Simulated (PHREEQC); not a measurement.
Solution (48 °C): 0.0011 mol HNO3, 0.065 mol FeCl3 and 0.00012 mol KCl per kg of water. Closed to the air; pH follows from the charge balance.

The numbers come from PHREEQC with the ion-association model, phreeqc.dat.

This is a speciation only: nothing precipitates in the calculation.

### Question
Order these Cl species by the share of Cl that they hold, largest first: FeCl+2, FeCl2+, Cl-.

### Answer
Cl- (81 %), FeCl+2 (16 %), FeCl2+ (2.8 %)

The pH is 1.79 and the ionic strength 0.269 mol/kgw. The solution is supersaturated, for example in Hematite (slow to form), Goethite (slow to form), so a real one may precipitate; this is no full list. Complexes and solids missing from the database can't appear. Away from 25 °C the constants follow the database's enthalpies or fits; those with neither stay at their 25 °C values.
